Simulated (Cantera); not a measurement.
Charge: 1 mol CF4, a varied amount of HCl, 0.079 mol H2, equilibrated at 1398 K and 300 Torr.

Cantera equilibrium calculation (NASA polynomials, part measured and part estimated; ideal gas, pure solids and liquids). Candidate condensed phases: C, C6H6, C7H8, C8H18; 118 gas species. Gases not in the tables: C2F6 and larger saturated fluorocarbons. The numbers say what is thermodynamically allowed, not how fast it happens.

Task: What share of the C ends up in condensed phases as a function of n(HCl) (mol), at 0.011, 0.016, 0.023, 0.033, 0.049, 0.072, 0.1, 0.15, 0.22, 0.33, 0.48, 0.7?

Result: 
```json
[
 {"n(HCl) (mol)": "0.011", "C condensed (%)": "4.0", "as": "C(graphite)"},
 {"n(HCl) (mol)": "0.016", "C condensed (%)": "4.1", "as": "C(graphite)"},
 {"n(HCl) (mol)": "0.023", "C condensed (%)": "4.1", "as": "C(graphite)"},
 {"n(HCl) (mol)": "0.033", "C condensed (%)": "4.3", "as": "C(graphite)"},
 {"n(HCl) (mol)": "0.049", "C condensed (%)": "4.5", "as": "C(graphite)"},
 {"n(HCl) (mol)": "0.072", "C condensed (%)": "4.8", "as": "C(graphite)"},
 {"n(HCl) (mol)": "0.1", "C condensed (%)": "5.2", "as": "C(graphite)"},
 {"n(HCl) (mol)": "0.15", "C condensed (%)": "5.9", "as": "C(graphite)"},
 {"n(HCl) (mol)": "0.22", "C condensed (%)": "7.0", "as": "C(graphite)"},
 {"n(HCl) (mol)": "0.33", "C condensed (%)": "8.7", "as": "C(graphite)"},
 {"n(HCl) (mol)": "0.48", "C condensed (%)": "10.9", "as": "C(graphite)"},
 {"n(HCl) (mol)": "0.7", "C condensed (%)": "14.1", "as": "C(graphite)"}
]
```
